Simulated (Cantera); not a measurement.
A Cantera script and its output.

```python
import numpy as np
import cantera as ct

gas = ct.Solution("gri30.yaml")
gas.TPX = 1148, 1000000, {'H2': 1, 'O2': 0.385, 'N2': 1.45}
reactor = ct.IdealGasReactor(gas, energy="on", clone=False)
net = ct.ReactorNet([reactor])
net.rtol, net.atol = 1e-08, 1e-16
show = ['H2', 'O2', 'H2O', 'N2O', 'NO', 'HO2', 'H2O2']
times = np.geomspace(8e-06, 2, 12)

steps = ct.SolutionArray(gas, extra=["t"])
rows = []
print(f"{'t/s':>10s}{'T/K':>9s}{'P/Pa':>11s}" + "".join(f"{s:>11s}" for s in show))
for t in times:
    while net.time < t:
        t_next = net.step()
        steps.append(gas.state, t=t_next)
    rows.append([np.interp(t, steps.t, y) for y in (steps.T, steps.P, *steps(*show).X.T)])
    print(f"{t:10.3e}{rows[-1][0]:9.1f}{rows[-1][1]:11.4g}" + "".join(f"{x:11.3e}" for x in rows[-1][2:]))
rate = np.gradient(steps.T, steps.t)
print("integrator steps:", len(steps.t))
if steps.T.max() > steps.T[0] + 200:
    print(f"time of steepest temperature rise: {steps.t[rate.argmax()]:.4e} s")
gas.TPX = 1148, 1000000, {'H2': 1, 'O2': 0.385, 'N2': 1.45}
gas.equilibrate("UV")
print(f"equilibrium (UV): T = {gas.T:.1f} K  " + "  ".join(f"{s} {gas[s].X[0]:.3e}" for s in show))
```

It prints:

```
       t/s      T/K       P/Pa         H2         O2        H2O        N2O         NO        HO2       H2O2
 8.000e-06   1148.0      1e+06  3.527e-01  1.358e-01  1.154e-07  7.304e-14  7.343e-19  2.988e-07  1.461e-08
 2.476e-05   1148.0      1e+06  3.527e-01  1.358e-01  5.773e-07  5.259e-13  5.168e-18  1.145e-06  1.534e-07
 7.665e-05   1148.1      1e+06  3.527e-01  1.358e-01  7.584e-06  7.721e-12  2.525e-16  8.633e-06  2.413e-06
 2.373e-04   1184.2  1.029e+06  3.495e-01  1.336e-01  3.418e-03  1.126e-09  1.321e-11  3.284e-04  5.138e-04
 7.345e-04   3155.2  2.429e+06  1.016e-01  1.734e-03  2.812e-01  1.073e-06  4.454e-03  5.641e-06  1.249e-06
 2.274e-03   3155.2  2.429e+06  1.016e-01  1.734e-03  2.812e-01  1.073e-06  4.454e-03  5.641e-06  1.249e-06
 7.038e-03   3155.2  2.429e+06  1.016e-01  1.734e-03  2.812e-01  1.073e-06  4.454e-03  5.641e-06  1.249e-06
 2.178e-02   3155.2  2.429e+06  1.016e-01  1.734e-03  2.812e-01  1.073e-06  4.454e-03  5.641e-06  1.249e-06
 6.743e-02   3155.2  2.429e+06  1.016e-01  1.734e-03  2.812e-01  1.073e-06  4.454e-03  5.641e-06  1.249e-06
 2.087e-01   3155.2  2.429e+06  1.016e-01  1.734e-03  2.812e-01  1.073e-06  4.454e-03  5.641e-06  1.249e-06
 6.461e-01   3155.2  2.429e+06  1.016e-01  1.734e-03  2.812e-01  1.073e-06  4.454e-03  5.641e-06  1.249e-06
 2.000e+00   3155.2  2.429e+06  1.016e-01  1.734e-03  2.812e-01  1.073e-06  4.454e-03  5.641e-06  1.249e-06
integrator steps: 1505
time of steepest temperature rise: 2.4754e-04 s
equilibrium (UV): T = 3155.2 K  H2 1.016e-01  O2 1.734e-03  H2O 2.812e-01  N2O 1.073e-06  NO 4.454e-03  HO2 5.641e-06  H2O2 1.249e-06
```

Cantera simulation using GRI-Mech 3.0 (53 species, 325 reactions); the numbers are that mechanism's predictions, not measurements. The hydrogen kinetics of GRI-Mech 3.0 are dated; newer H2 mechanisms differ, most at raised pressure. Above 3000 K some thermodynamic fits are extrapolated.
